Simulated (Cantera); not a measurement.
A perfectly stirred reactor is fed with CH₄ : O₂ : N₂ = 1 : 2 : 7.52 (molar parts), at 100000 Pa; it is adiabatic with a 400 K inlet, and is followed from long to short residence time, starting on the burning branch (τ in s: 0.037, 0.021, 0.012, 0.0069, 0.0039, 0.0022, 0.0013, 0.00073, 0.00042, 0.00024, 0.00014, 7.8e-05).

Detailed kinetics in Cantera: GRI-Mech 3.0 (53 species, 325 reactions).

Q: What does this change do: pressure from 100000 Pa to 1000000 Pa?

A: 
```
quantity                                                                          before                                   after
------------------------------------------------  --------------------------------------  --------------------------------------
blow-out, bracketed by the residence times tried  burning at 78.0 µs, the shortest tried  burning at 78.0 µs, the shortest tried
x(CH₄) at τ = 37.0 ms                                                            7.32e-6                                 2.30e-6
x(O₂) at τ = 37.0 ms                                                             0.00796                                 0.00357
x(HCO) at τ = 37.0 ms                                                            7.70e-8                                 1.04e-8
x(HO₂) at τ = 37.0 ms                                                            1.03e-6                                 1.06e-6
x(CO) at τ = 37.0 ms                                                              0.0136                                 0.00697
x(CH₄) at τ = 1.30 ms                                                            8.55e-5                                 3.81e-5
x(O₂) at τ = 1.30 ms                                                              0.0164                                 0.00651
x(HCO) at τ = 1.30 ms                                                            1.92e-6                                 2.30e-7
x(HO₂) at τ = 1.30 ms                                                            3.95e-6                                 2.91e-6
x(CO) at τ = 1.30 ms                                                              0.0246                                  0.0108
```
